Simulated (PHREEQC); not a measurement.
Dissolve 0.033 mol/kgw H2SeO4 and 0.0032 mol/kgw CaCl2 at 25 °C. Closed to the air; pH follows from the charge balance.

Model: ion-association model, wateq4f.dat, run in PHREEQC.

Each row changes one thing in this solution. This is a speciation only: nothing precipitates in the calculation.

| case | pH | ionic strength (mol/kgw) | SI of Portlandite (Ca(OH)2) |
|---|---|---|---|
| as made | 1.38 | 0.0762 | -22.91 |
| H2SeO4 from 0.033 to 0.066 mol/kgw | [?] | 0.127 | -23.48 |
| CaCl2 from 0.0032 to 0.00032 mol/kgw | 1.38 | 0.0671 | [?] |
| CaCl2 from 0.0032 to 0.00352 mol/kgw | 1.38 | 0.0772 | -22.87 |
| temperature from 25 to 40 °C | 1.41 | 0.0707 | -21.77 |
| H2SeO4 left out | 6.99 | 0.00960 | -11.49 |
| 0.019 mol/kgw HBr added | 1.26 | 0.0912 | -23.18 |
| 0.00095 mol/kgw HCl added | 1.37 | 0.0769 | -22.93 |

**Question.** Complete the blanks.

**Answer.** 
- H2SeO4 from 0.033 to 0.066 mol/kgw, pH: 1.12
- CaCl2 from 0.0032 to 0.00032 mol/kgw, SI of Portlandite (Ca(OH)2): -23.90

Constants without temperature data keep their 25 °C values here.
